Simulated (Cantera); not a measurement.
Input (Python, Cantera) and output of one run.

```python
import numpy as np
import cantera as ct

gas_names = """
    B BN BO BO2 B2 B2O B2O2 B2O3 N NO NO2 NO3 N2 N2O O O2 O3
""".split()
cond_names = """
    B(b) B(L) BN(s) B2O3(L)
""".split()


# ... load() reads the species with a 1 bar reference pressure and builds the phases ...
atoms = {
    'BN': {'B': 1, 'N': 1},
    'O2': {'O': 2},
}
top_T = {'BN(s)': 3200}  # K; cautious upper limits of use, not melting points


# ... equilibrate(T, P, feed) seeds the gas with the atoms and calls Mixture.equilibrate('TP', solver="vcs", rtol=1e-11, max_steps=5000) ...
results = []
feed = {'BN': 1, 'O2': 0.3}  # mol
P = 1400  # Pa
for T in [1025, 1075, 1125, 1175, 1225, 1275, 1325, 1375, 1425, 1475, 1525, 1575, 1625, 1675]:
    mix = equilibrate(T, P, feed)
    results.append((T, P, feed, dict(zip(mix.species_names, mix.species_moles))))
    x = sorted(zip(gas.X, gas.species_names), reverse=True)
    print(f"T = {T:g} K  P = {P:g} Pa  gas = {mix.phase_moles(0):.4g} mol")
    print("   x: " + "  ".join(f"{s} {v:.3e}" for v, s in x if v > 0.001))
    print("   condensed (mol): " + ("  ".join(f"{mix.phase(i).name} {mix.phase_moles(i):.4g}"
          for i in range(1, mix.n_phases) if mix.phase_moles(i) > 1e-12) or "none"))
```

Result:

```
T = 1025 K  P = 1400 Pa  gas = 0.2 mol
   x: N2 1.000e+00
   condensed (mol): BN(s) 0.6  B2O3(L) 0.2
T = 1075 K  P = 1400 Pa  gas = 0.2 mol
   x: N2 1.000e+00
   condensed (mol): BN(s) 0.6  B2O3(L) 0.2
T = 1125 K  P = 1400 Pa  gas = 0.2 mol
   x: N2 1.000e+00
   condensed (mol): BN(s) 0.6  B2O3(L) 0.2
T = 1175 K  P = 1400 Pa  gas = 0.2 mol
   x: N2 1.000e+00
   condensed (mol): BN(s) 0.6  B2O3(L) 0.2
T = 1225 K  P = 1400 Pa  gas = 0.2 mol
   x: N2 1.000e+00
   condensed (mol): BN(s) 0.6  B2O3(L) 0.2
T = 1275 K  P = 1400 Pa  gas = 0.2 mol
   x: N2 1.000e+00
   condensed (mol): BN(s) 0.6  B2O3(L) 0.2
T = 1325 K  P = 1400 Pa  gas = 0.2 mol
   x: N2 1.000e+00
   condensed (mol): BN(s) 0.6  B2O3(L) 0.2
T = 1375 K  P = 1400 Pa  gas = 0.2 mol
   x: N2 9.999e-01
   condensed (mol): BN(s) 0.6  B2O3(L) 0.2
T = 1425 K  P = 1400 Pa  gas = 0.2001 mol
   x: N2 9.997e-01
   condensed (mol): BN(s) 0.6  B2O3(L) 0.1999
T = 1475 K  P = 1400 Pa  gas = 0.2002 mol
   x: N2 9.990e-01
   condensed (mol): BN(s) 0.6  B2O3(L) 0.1998
T = 1525 K  P = 1400 Pa  gas = 0.2005 mol
   x: N2 9.973e-01  B2O3 2.561e-03
   condensed (mol): BN(s) 0.6  B2O3(L) 0.1995
T = 1575 K  P = 1400 Pa  gas = 0.2015 mol
   x: N2 9.929e-01  B2O3 6.654e-03
   condensed (mol): BN(s) 0.5999  B2O3(L) 0.1986
T = 1625 K  P = 1400 Pa  gas = 0.2037 mol
   x: N2 9.823e-01  B2O3 1.625e-02  B2O2 1.232e-03
   condensed (mol): BN(s) 0.5998  B2O3(L) 0.1965
T = 1675 K  P = 1400 Pa  gas = 0.2091 mol
   x: N2 9.580e-01  B2O3 3.750e-02  B2O2 3.897e-03
   condensed (mol): BN(s) 0.5994  B2O3(L) 0.1916
```

Equilibrium computed with Cantera from the NASA thermochemical tables; the gas is ideal and each condensed phase is pure. Mutual solubility and eutectic melting of coexisting phases are not modelled.
